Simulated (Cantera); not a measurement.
Thermodynamics of silicon nitride deposition, feed SiHCl₃ + NH₃ + H₂

Feed: 1 mol SiHCl₃, 34 mol NH₃, 73 mol H₂, at 1175 °C.

Method: chemical equilibrium by Gibbs-energy minimisation in Cantera with the NASA 1993 tables (ideal gas, pure condensed phases). Candidate condensed phases: NH₄Cl, Si, Si₃N₄; 28 gas species. Rates play no part.

```
P (Pa)   x H₂   x N₂   x HCl   x SiCl₂       x H  n Si(s)  n Si₃N₄(s)
------  -----  -----  ------  --------  --------  -------  ----------
5       0.860  0.119  0.0185   0.00122   0.00121    0.815           0
26      0.864  0.115  0.0193  0.000887  0.000532        0       0.291
140     0.864  0.115  0.0204  0.000325  0.000229        0       0.318
710     0.864  0.115  0.0208  0.000115  0.000102        0       0.328
3700    0.864  0.115  0.0210   3.88e-5   4.46e-5        0       0.331
19000   0.864  0.115  0.0210   1.31e-5   1.97e-5        0       0.333
100000  0.864  0.115  0.0211   4.33e-6   8.58e-6        0       0.333
```
x: gas mole fraction; n: condensed amount in mol.

At 5.00 Pa the condensed part is Si(s). From 26.0 Pa to 1.00 bar the condensed part is Si₃N₄(s). The main Si-bearing gas is SiCl₂ throughout. The share of Si in condensed phases is highest at 1.00 bar (99.9 %) and lowest at 5.00 Pa (81.5 %).
